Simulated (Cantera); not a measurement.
## Gas-phase reforming

A perfectly stirred reactor is fed with 64.5 % CH₄, 35.5 % H₂O, at 8.29 atm; it is held at 1475 K, and followed from long to short residence time.

Computed with Cantera and GRI-Mech 3.0 (53 species, 325 reactions). GRI-Mech 3.0 stops at C3 and has no aromatics, soot or wall deposition, so with more carbon than oxygen in the feed, carbon stays in small species such as C2H2 where larger ones or solid carbon would form.

| τ (s) | x CH₄ | x H₂O | x CH₂ | x C₂H₂ | x CH₂CO | x CO₂ |
|---|---|---|---|---|---|---|
| 2.7 | 0.334 | 0.241 | 5.93e-10 | 0.0378 | 8.78e-6 | 0.00852 |
| 1.4 | 0.339 | 0.262 | 6.80e-10 | 0.0436 | 1.10e-5 | 0.00576 |
| 0.71 | 0.349 | 0.280 | 7.39e-10 | 0.0474 | 1.27e-5 | 0.00323 |
| 0.37 | 0.369 | 0.293 | 7.49e-10 | 0.0480 | 1.34e-5 | 0.00151 |
| 0.19 | 0.408 | 0.306 | 7.06e-10 | 0.0443 | 1.29e-5 | 0.000542 |
| 0.097 | 0.465 | 0.319 | 6.36e-10 | 0.0357 | 1.10e-5 | 0.000153 |
| 0.050 | 0.523 | 0.331 | 5.74e-10 | 0.0246 | 8.30e-6 | 3.85e-5 |
| 0.026 | 0.569 | 0.341 | 5.22e-10 | 0.0141 | 5.18e-6 | 8.97e-6 |
| 0.013 | 0.603 | 0.348 | 4.76e-10 | 0.00614 | 2.30e-6 | 1.75e-6 |
| 0.0069 | 0.623 | 0.352 | 4.39e-10 | 0.00221 | 7.47e-7 | 3.70e-7 |
x: mole fraction; the columns are a selection and need not sum to one.
